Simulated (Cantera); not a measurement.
## AlN + HCl (nitride etching)

A closed system holds: 1 mol AlN, a varied amount of HCl, held at 1450 K and 0.100 bar.

Equilibrium computed with Cantera from the NASA thermochemical tables; the gas is ideal and each condensed phase is pure. Candidate condensed phases: Al, AlCl₃, AlN, NH₄Cl; 20 gas species. The tables' values for AlCl₂ are old estimates; treat these amounts as uncertain. Rates play no part.

At 3.2 mol HCl the condensed part is AlN(s). From 4.1 mol HCl to 44 mol HCl nothing is condensed. The main Al-bearing gas is AlCl₃ throughout.

| n(HCl) (mol) | log p HCl | log p H₂ | log p AlCl₃ | log p N₂ | log p AlCl₂ | log p AlCl | log p Cl | log p H | n AlN(s) |
|---|---|---|---|---|---|---|---|---|---|
| 3.2 | -1.92 | -1.36 | -1.54 | -1.83 | -3.22 | -3.91 | -6.35 | -5.70 | 0.0542 |
| 4.1 | -1.57 | -1.44 | -1.62 | -1.91 | -3.68 | -4.77 | -5.96 | -5.74 | 0 |
| 5.2 | -1.37 | -1.54 | -1.72 | -2.02 | -4.03 | -5.36 | -5.72 | -5.79 | 0 |
| 6.6 | -1.26 | -1.64 | -1.82 | -2.12 | -4.29 | -5.78 | -5.55 | -5.85 | 0 |
| 8.3 | -1.19 | -1.74 | -1.92 | -2.22 | -4.51 | -6.12 | -5.44 | -5.90 | 0 |
| 11 | -1.14 | -1.87 | -2.04 | -2.34 | -4.75 | -6.48 | -5.32 | -5.96 | 0 |
| 13 | -1.11 | -1.94 | -2.11 | -2.42 | -4.88 | -6.67 | -5.26 | -5.99 | 0 |
| 17 | -1.08 | -2.05 | -2.23 | -2.53 | -5.08 | -6.96 | -5.17 | -6.05 | 0 |
| 22 | -1.06 | -2.17 | -2.34 | -2.64 | -5.27 | -7.23 | -5.09 | -6.11 | 0 |
| 28 | -1.05 | -2.27 | -2.45 | -2.75 | -5.44 | -7.47 | -5.03 | -6.16 | 0 |
| 35 | -1.04 | -2.37 | -2.54 | -2.85 | -5.60 | -7.68 | -4.97 | -6.21 | 0 |
| 44 | -1.03 | -2.47 | -2.64 | -2.94 | -5.76 | -7.89 | -4.91 | -6.26 | 0 |
log p: log10 of the partial pressure in bar; n: condensed amount in mol.
